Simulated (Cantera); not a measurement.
Cantera run, input and output.

```python
import numpy as np
import cantera as ct

gas = ct.Solution("gri30.yaml", transport_model="mixture-averaged")
show = ['NO', 'OH', 'CO2']

rows = []
print(f"{'T/K':>7s}{'rho':>11s}{'cp':>10s}{'mu':>11s}{'lambda':>11s}{'Pr':>7s}" + "".join(f"{'D_' + s:>11s}" for s in show))
for T in [400, 650, 900, 1150, 1400, 1650, 1900, 2150, 2400]:
    gas.TPX = T, 101325, {'CO2': 0.79, 'H2O': 0.83}
    Pr = gas.cp_mass * gas.viscosity / gas.thermal_conductivity
    D = [gas.mix_diff_coeffs_mole[gas.species_index(s)] for s in show]
    rows.append([gas.density, gas.cp_mass, gas.viscosity, gas.thermal_conductivity, Pr, *D])
    print(f"{T:7g}{gas.density:11.4e}{gas.cp_mass:10.1f}{gas.viscosity:11.4e}"
          f"{gas.thermal_conductivity:11.4e}{Pr:7.3f}" + "".join(f"{d:11.4e}" for d in D))
print("SI units: kg/m3, J/kg/K, Pa s, W/m/K, m2/s")
```

Output:

```
    T/K        rho        cp         mu     lambda     Pr       D_NO       D_OH      D_CO2
    400 9.3505e-01    1227.9 1.7578e-05 3.0757e-02  0.702 3.1454e-05 5.0602e-05 2.8613e-05
    650 5.7542e-01    1387.2 2.7562e-05 5.4978e-02  0.695 7.5154e-05 1.1944e-04 7.3647e-05
    900 4.1558e-01    1509.2 3.6475e-05 8.0318e-02  0.685 1.3217e-04 2.0886e-04 1.3493e-04
   1150 3.2523e-01    1609.6 4.4560e-05 1.0569e-01  0.679 2.0076e-04 3.1629e-04 2.0993e-04
   1400 2.6716e-01    1689.9 5.1998e-05 1.3049e-01  0.673 2.7983e-04 4.4010e-04 2.9706e-04
   1650 2.2668e-01    1754.2 5.8917e-05 1.5443e-01  0.669 3.6866e-04 5.7917e-04 3.9525e-04
   1900 1.9685e-01    1805.5 6.5414e-05 1.7742e-01  0.666 4.6667e-04 7.3264e-04 5.0374e-04
   2150 1.7396e-01    1846.5 7.1557e-05 1.9940e-01  0.663 5.7345e-04 8.9984e-04 6.2201e-04
   2400 1.5584e-01    1879.4 7.7401e-05 2.2040e-01  0.660 6.8867e-04 1.0802e-03 7.4965e-04
SI units: kg/m3, J/kg/K, Pa s, W/m/K, m2/s
```

Cantera simulation using GRI-Mech 3.0 (53 species, 325 reactions); the numbers are that mechanism's predictions, not measurements. Polar gases are described roughly by these parameters.
